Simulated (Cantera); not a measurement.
## Adiabatic ignition

An adiabatic, constant-volume homogeneous reactor starts with H₂ : O₂ : N₂ = 1 : 0.333 : 1.25 (molar parts), equivalence ratio 1.5, at 1175 K and 0.987 atm.

Computed with Cantera and GRI-Mech 3.0 (53 species, 325 reactions).

| t (s) | T (K) | P (bar) | x H₂ | x O₂ | x H | x O | x NO | x NO₂ | x H₂O |
|---|---|---|---|---|---|---|---|---|---|
| 1.00e-6 | 1175 | 1.00 | 0.387 | 0.129 | 2.17e-9 | 1.24e-10 | <1e-12 | <1e-12 | 2.44e-10 |
| 2.68e-6 | 1175 | 1.00 | 0.387 | 0.129 | 7.29e-9 | 5.71e-10 | <1e-12 | <1e-12 | 2.72e-9 |
| 7.20e-6 | 1175 | 1.00 | 0.387 | 0.129 | 4.24e-8 | 3.69e-9 | <1e-12 | <1e-12 | 3.76e-8 |
| 1.93e-5 | 1175 | 1.00 | 0.387 | 0.129 | 1.52e-6 | 1.35e-7 | <1e-12 | <1e-12 | 1.96e-6 |
| 5.18e-5 | 1325 | 1.12 | 0.323 | 0.103 | 0.0331 | 0.00312 | 7.96e-8 | 7.64e-12 | 0.0485 |
| 0.000139 | 2939 | 2.25 | 0.144 | 0.00206 | 0.0343 | 0.00287 | 0.000658 | 5.77e-8 | 0.259 |
| 0.000373 | 2939 | 2.25 | 0.145 | 0.00189 | 0.0334 | 0.00267 | 0.00229 | 1.96e-7 | 0.259 |
| 0.00100 | 2936 | 2.25 | 0.146 | 0.00182 | 0.0331 | 0.00259 | 0.00334 | 2.82e-7 | 0.258 |
| 0.00268 | 2936 | 2.25 | 0.146 | 0.00182 | 0.0331 | 0.00258 | 0.00340 | 2.87e-7 | 0.258 |
| 0.00720 | 2936 | 2.25 | 0.146 | 0.00182 | 0.0331 | 0.00258 | 0.00340 | 2.87e-7 | 0.258 |
| 0.0193 | 2936 | 2.25 | 0.146 | 0.00182 | 0.0331 | 0.00258 | 0.00340 | 2.87e-7 | 0.258 |
| 0.0518 | 2936 | 2.25 | 0.146 | 0.00182 | 0.0331 | 0.00258 | 0.00340 | 2.87e-7 | 0.258 |
| 0.139 | 2936 | 2.25 | 0.146 | 0.00182 | 0.0331 | 0.00258 | 0.00340 | 2.87e-7 | 0.258 |
| 0.373 | 2936 | 2.25 | 0.146 | 0.00182 | 0.0331 | 0.00258 | 0.00340 | 2.87e-7 | 0.258 |
| 1.00 | 2936 | 2.25 | 0.146 | 0.00182 | 0.0331 | 0.00258 | 0.00340 | 2.87e-7 | 0.258 |
x: mole fraction; the columns are a selection and need not sum to one.

```json
{
  "time_of_steepest_temperature_rise": "54.2 µs",
  "temperature at 1.00 s": "2936 K",
  "equilibrium_temperature": "2936 K",
  "x(H₂) at 1.00 s": "0.146 (gas-phase equilibrium 0.146)",
  "x(O₂) at 1.00 s": "0.00182 (gas-phase equilibrium 0.00182)",
  "x(H) at 1.00 s": "0.0331 (gas-phase equilibrium 0.0331)"
}
```
